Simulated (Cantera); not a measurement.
Mixture: H2 : O2 : N2 = 1 : 0.581 : 3.95 (molar parts), equivalence ratio 0.86, at 5.00 bar, adiabatic and at constant pressure. Ignition delay is the time to a rise of 400 K.

Cantera simulation using GRI-Mech 3.0 (53 species, 325 reactions); the numbers are that mechanism's predictions, not measurements. The hydrogen kinetics of GRI-Mech 3.0 are dated; newer H2 mechanisms differ, most at raised pressure. Where the delays flatten at high temperature, the 400 K rule measures the pace of heat release, not the induction time.

Problem. What does this change do: constant volume in place of constant pressure?

Solution. 
| quantity | before | after |
|---|---|---|
| delay at 1250 K | 14.3 µs | 13.7 µs |
| delay at 1350 K | 7.93 µs | 7.46 µs |
| delay at 1450 K | 5.41 µs | 4.97 µs |
| delay at 1550 K | 4.16 µs | 3.70 µs |
